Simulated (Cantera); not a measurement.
What does this Cantera script print?

```python
import numpy as np
import cantera as ct

surf = ct.Interface("diamond.yaml", "diamond_100")
gas, bulk = surf.adjacent["gas"], surf.adjacent["diamond"]
k = surf.kinetics_species_index(bulk.species_names[0])
cover = ["c6HH", "c6H*", "c6*H", "c6**", "c6HM", "c6B"]

rows, drift = [], 0.0
print(f"{'xH':>10s}{'um/h':>11s}" + "".join(f"{s:>11s}" for s in cover))
for v in [0.0001, 0.00024, 0.00057, 0.0014, 0.0032, 0.0077, 0.018, 0.043, 0.1]:
    T, P, xH, xCH3 = 1375, 8400, v, 0.00049
    gas.TPX = T, P, {"H": xH, "CH3": xCH3, "CH4": 0.0041, "H2": 1 - xH - xCH3 - 0.0041}
    surf.TP = bulk.TP = T, P
    surf.coverages = "c6H*:0.1, c6HH:0.9"
    surf.advance_coverages(100.0)
    before = surf.coverages
    surf.advance_coverages(100.0)
    drift = max(drift, np.max(np.abs(surf.coverages - before) / (surf.coverages + 1e-9)))
    rate = surf.net_production_rates[k] * bulk.mean_molecular_weight / bulk.density * 3.6e9
    rows.append([rate, *surf[cover].coverages])
    print(f"{v:10.4g}{rate:11.4e}" + "".join(f"{x:11.3e}" for x in rows[-1][1:]))
```

It prints:

```
        xH       um/h       c6HH       c6H*       c6*H       c6**       c6HM        c6B
    0.0001 8.8358e-02  6.998e-01  2.818e-02  2.676e-01  3.282e-03  1.520e-04  2.398e-10
   0.00024 5.1081e-01  5.606e-01  4.069e-02  3.863e-01  9.724e-03  2.283e-04  1.386e-09
   0.00057 1.8538e+00  4.551e-01  4.952e-02  4.701e-01  2.125e-02  3.054e-04  5.030e-09
    0.0014 4.4842e+00  3.909e-01  5.424e-02  5.148e-01  3.605e-02  3.854e-04  1.217e-08
    0.0032 7.4406e+00  3.610e-01  5.610e-02  5.321e-01  4.773e-02  4.443e-04  2.019e-08
    0.0077 1.0875e+01  3.460e-01  5.695e-02  5.393e-01  5.567e-02  4.739e-04  2.951e-08
     0.018 1.5444e+01  3.395e-01  5.741e-02  5.419e-01  5.971e-02  4.641e-04  4.191e-08
     0.043 2.3149e+01  3.366e-01  5.795e-02  5.426e-01  6.177e-02  4.104e-04  6.282e-08
       0.1 3.4375e+01  3.354e-01  5.894e-02  5.420e-01  6.294e-02  3.175e-04  9.328e-08
```

Cantera simulation using the Harris–Goodwin 1993 mechanism for the reconstructed diamond (100) surface; the numbers are that mechanism's predictions, not measurements.
